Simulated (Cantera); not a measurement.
An isothermal, constant-pressure homogeneous reactor starts with H2 : O2 : N2 = 0.63 : 1 : 11 (molar parts), at 1375 K and 0.987 atm.

Cantera simulation using GRI-Mech 3.0 (53 species, 325 reactions); the numbers are that mechanism's predictions, not measurements. The temperature is held fixed by assumption; the heat of reaction is taken as removed at once.

One state of this run: x H2 = 7.08e-8; x O2 = 0.0556; x HO2 = 1.95e-8; x NO = 7.53e-6; x O = 1.61e-7; x OH = 1.27e-5; x H = 9.74e-10. x: mole fraction; the columns are a selection and need not sum to one.

Question: Which value of t (s) does it belong to?
A. 3.46e-5
B. 0.0156
C. 0.000117
D. 0.179

Answer: D, 0.179
